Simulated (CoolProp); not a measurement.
Vapour-liquid equilibrium of propane (1) + isopentane (2) at 1.27 bar; x and y are mole fractions of (1).

The numbers come from the multi-fluid Helmholtz-energy mixture model, Lemmon 2009 and Lemmon 2006; pair parameters Kunz 2012 in CoolProp.

| x | bubble temperature (K) | y at the bubble point | dew temperature at overall composition x (K) | liquid density (mol/L) |
|---|---|---|---|---|
| 0.05 | 294.6 | 0.382 | 306.2 | ? |
| 0.125 | 280.6 | 0.660 | 303.9 | 9.027 |
| 0.2 | 271.1 | ? | ? | 9.357 |
| 0.275 | 264.3 | 0.855 | 298.7 | 9.678 |
| 0.35 | 259.1 | 0.896 | 295.9 | 10.00 |
| 0.425 | 254.9 | 0.924 | 292.8 | 10.33 |
| 0.5 | 251.4 | ? | 289.4 | 10.68 |
| 0.575 | 248.4 | 0.957 | 285.5 | 11.03 |
| 0.65 | ? | 0.969 | 281.2 | 11.40 |
| 0.725 | ? | 0.978 | 276.1 | 11.76 |
| 0.8 | 241.3 | 0.985 | 270.0 | 12.13 |
| 0.875 | 239.3 | 0.991 | 261.9 | 12.48 |
| 0.95 | 237.5 | 0.997 | 250.0 | 12.82 |

Q: What belongs in the gaps?

A: 
- 0.05, liquid density (mol/L): 8.664
- 0.2, y at the bubble point: 0.788
- 0.2, dew temperature at overall composition x (K): 301.4
- 0.5, y at the bubble point: 0.943
- 0.65, bubble temperature (K): 245.8
- 0.725, bubble temperature (K): 243.5

No azeotrope shows between x = 0.05 and 0.95.

The pair parameters rest on a limited set of measurements; away from them the model extrapolates.
